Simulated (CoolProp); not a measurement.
Vapour-liquid equilibrium of R1234yf (1) + R227EA (2) at 280.1 K; x and y are mole fractions of (1).

Model: multi-fluid Helmholtz-energy mixture model, Lemmon 2022 and Lemmon 2016; pair parameters Bell 2016, in CoolProp.

| x | bubble pressure, mixture model (bar) | bubble pressure, Raoult's law (bar) | y, mixture model | y, Raoult's law |
|---|---|---|---|---|
| 0.05 | 2.590 | 2.587 | 0.075 | 0.077 |
| 0.125 | 2.702 | 2.696 | 0.179 | 0.184 |
| 0.2 | 2.813 | 2.806 | 0.275 | 0.283 |
| 0.275 | 2.922 | 2.915 | 0.364 | 0.375 |
| 0.35 | 3.030 | 3.025 | 0.447 | 0.460 |
| 0.425 | 3.138 | 3.134 | 0.525 | 0.539 |
| 0.5 | 3.245 | 3.243 | 0.598 | 0.612 |
| 0.575 | 3.353 | 3.353 | 0.668 | 0.681 |
| 0.65 | 3.461 | 3.462 | 0.733 | 0.746 |
| 0.725 | 3.569 | 3.572 | 0.796 | 0.806 |
| 0.8 | 3.678 | 3.681 | 0.855 | 0.863 |
| 0.875 | 3.788 | 3.790 | 0.912 | 0.917 |
| 0.95 | 3.899 | 3.900 | 0.966 | 0.968 |

The largest gap from Raoult's law is +0.2 % in bubble pressure, at x = 0.2. No azeotrope shows between x = 0.05 and 0.95.

The pair parameters rest on a limited set of measurements; away from them the model extrapolates.
